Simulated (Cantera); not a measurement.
A closed system holds: 1 mol Al, 9.6 mol N2O, 320 mol N2, at 16.0 Pa.

These are equilibrium values from Cantera (NASA tables, ideal gas, pure condensed phases), not measurements of a reactor. Candidate condensed phases: Al, AlN, Al2O3; 16 gas species. The numbers say what is thermodynamically allowed, not how fast it happens.

x: gas mole fraction; n: condensed amount in mol.

```json
[
 {"T (K)": "823", "x N2": "0.988", "x O2": "0.0121", "x O": "2.00e-12", "x NO": "…", "x AlO": "<1e-12", "x Al": "<1e-12", "x N": "<1e-12", "n Al2O3(s)": "0.500"},
 {"T (K)": "923", "x N2": "0.988", "x O2": "0.0121", "x O": "1.09e-10", "x NO": "…", "x AlO": "<1e-12", "x Al": "<1e-12", "x N": "<1e-12", "n Al2O3(s)": "0.500"},
 {"T (K)": "1023", "x N2": "0.988", "x O2": "0.0121", "x O": "2.71e-9", "x NO": "…", "x AlO": "<1e-12", "x Al": "<1e-12", "x N": "<1e-12", "n Al2O3(s)": "0.500"},
 {"T (K)": "1123", "x N2": "0.988", "x O2": "0.0121", "x O": "3.83e-8", "x NO": "…", "x AlO": "<1e-12", "x Al": "<1e-12", "x N": "<1e-12", "n Al2O3(s)": "0.500"},
 {"T (K)": "1223", "x N2": "0.988", "x O2": "0.0121", "x O": "3.51e-7", "x NO": "…", "x AlO": "<1e-12", "x Al": "<1e-12", "x N": "<1e-12", "n Al2O3(s)": "0.500"},
 {"T (K)": "1323", "x N2": "0.988", "x O2": "0.0121", "x O": "2.31e-6", "x NO": "…", "x AlO": "<1e-12", "x Al": "<1e-12", "x N": "<1e-12", "n Al2O3(s)": "0.500"},
 {"T (K)": "1423", "x N2": "0.988", "x O2": "0.0120", "x O": "1.17e-5", "x NO": "…", "x AlO": "<1e-12", "x Al": "<1e-12", "x N": "<1e-12", "n Al2O3(s)": "0.500"},
 {"T (K)": "1523", "x N2": "0.988", "x O2": "0.0119", "x O": "4.76e-5", "x NO": "…", "x AlO": "<1e-12", "x Al": "<1e-12", "x N": "8.52e-12", "n Al2O3(s)": "0.500"},
 {"T (K)": "1623", "x N2": "0.987", "x O2": "0.0118", "x O": "0.000163", "x NO": "…", "x AlO": "2.23e-12", "x Al": "<1e-12", "x N": "8.75e-11", "n Al2O3(s)": "0.500"},
 {"T (K)": "1723", "x N2": "0.987", "x O2": "0.0115", "x O": "0.000482", "x NO": "…", "x AlO": "1.01e-10", "x Al": "<1e-12", "x N": "6.87e-10", "n Al2O3(s)": "0.500"},
 {"T (K)": "1823", "x N2": "0.987", "x O2": "0.0109", "x O": "0.00125", "x NO": "…", "x AlO": "3.01e-9", "x Al": "3.14e-11", "x N": "4.30e-9", "n Al2O3(s)": "0.500"},
 {"T (K)": "1923", "x N2": "0.986", "x O2": "0.00995", "x O": "0.00285", "x NO": "…", "x AlO": "6.36e-8", "x Al": "1.71e-9", "x N": "2.23e-8", "n Al2O3(s)": "0.500"},
 {"T (K)": "2023", "x N2": "0.984", "x O2": "0.00832", "x O": "0.00575", "x NO": "…", "x AlO": "1.01e-6", "x Al": "6.70e-8", "x N": "9.82e-8", "n Al2O3(s)": "0.500"},
 {"T (K)": "2123", "x N2": "0.982", "x O2": "0.00607", "x O": "0.0100", "x NO": "…", "x AlO": "1.29e-5", "x Al": "2.08e-6", "x N": "3.77e-7", "n Al2O3(s)": "0.497"}
]
```

Complete the blanks.


- 823, x NO: 7.92e-7
- 923, x NO: 3.37e-6
- 1023, x NO: 1.08e-5
- 1123, x NO: 2.81e-5
- 1223, x NO: 6.25e-5
- 1323, x NO: 0.000123
- 1423, x NO: 0.000220
- 1523, x NO: 0.000365
- 1623, x NO: 0.000566
- 1723, x NO: 0.000828
- 1823, x NO: 0.00115
- 1923, x NO: 0.00150
- 2023, x NO: 0.00181
- 2123, x NO: 0.00200
